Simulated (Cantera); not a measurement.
Charge: 1 mol Cr, 0.067 mol O₂, at 2377 °C and 6.30e-5 bar.

Equilibrium computed with Cantera from the NASA thermochemical tables; the gas is ideal and each condensed phase is pure. Candidate condensed phases: Cr, Cr₂O₃; 7 gas species. Equilibrium is a limit: real reactors are often held back by kinetics, nucleation or transport.

Task: What is the equilibrium state?

Result: 
| Property | Result |
|---|---|
| x(Cr) | 0.880 |
| x(O) | 0.100 |
| x(CrO) | 0.0186 |
| x(O₂) | 0.000746 |
| x(CrO₂) | 0.000105 |
| gas amount | 1.112 mol |
| log10 activity of Cr(l) (absent) | -3.57 |
